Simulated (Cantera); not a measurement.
A perfectly stirred reactor is fed with H₂ : O₂ : N₂ = 0.017 : 1 : 0.5 (molar parts), equivalence ratio 0.0085, at 0.0132 atm; it is held at 1175 K, and followed from long to short residence time.

Detailed kinetics in Cantera: GRI-Mech 3.0 (53 species, 325 reactions). Radical loss at walls, strong at low pressure, is not modelled.

What does this change do: temperature 1175 to 925 K?


```
quantity                  before     after
----------------------  --------  --------
x(H₂) at τ = 7.00 s      2.06e-5  0.000123
x(O₂) at τ = 7.00 s        0.657     0.657
x(N₂O) at τ = 7.00 s     9.46e-9   3.15e-9
x(H₂O₂) at τ = 7.00 s    1.34e-8   2.28e-8
x(HO₂) at τ = 7.00 s     3.01e-7   8.66e-7
x(H₂) at τ = 0.220 s    0.000151  0.000793
x(O₂) at τ = 0.220 s       0.654     0.656
x(N₂O) at τ = 0.220 s    5.89e-9  9.25e-10
x(H₂O₂) at τ = 0.220 s   2.39e-8   6.33e-8
x(HO₂) at τ = 0.220 s    8.50e-7   2.76e-6
```
Below about 950 K walls govern HO2 and H2O2 in real vessels.

What does this change do: temperature 1175 to 1075 K?


```
quantity                  before     after
----------------------  --------  --------
x(H₂) at τ = 7.00 s      2.06e-5   3.56e-5
x(O₂) at τ = 7.00 s        0.657     0.657
x(N₂O) at τ = 7.00 s     9.46e-9   7.37e-9
x(H₂O₂) at τ = 7.00 s    1.34e-8   1.76e-8
x(HO₂) at τ = 7.00 s     3.01e-7   4.33e-7
x(H₂) at τ = 0.220 s    0.000151  0.000253
x(O₂) at τ = 0.220 s       0.654     0.655
x(N₂O) at τ = 0.220 s    5.89e-9   3.84e-9
x(H₂O₂) at τ = 0.220 s   2.39e-8   3.31e-8
x(HO₂) at τ = 0.220 s    8.50e-7   1.30e-6
```
